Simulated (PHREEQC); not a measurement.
Dissolve 38 mmol/kgw KHCO3, 0.087 mmol/kgw NH3 and 0.051 mmol/kgw LiCl at 80 °C. Closed to the air; pH follows from the charge balance.

The numbers come from PHREEQC with the ion-association model, phreeqc.dat.

### Question
The ionic strength comes out as 0.0387 mol/kgw. What activity coefficients do NH4+, CO3-2, Li+, Cl-, K+ get?

### Answer
NH4+ 0.80, CO3-2 0.47, Li+ 0.83, Cl- 0.81, K+ 0.81.

This is a speciation only: nothing precipitates in the calculation. At this temperature some constants are extrapolated from 25 °C, and those without enthalpy data are left unchanged.
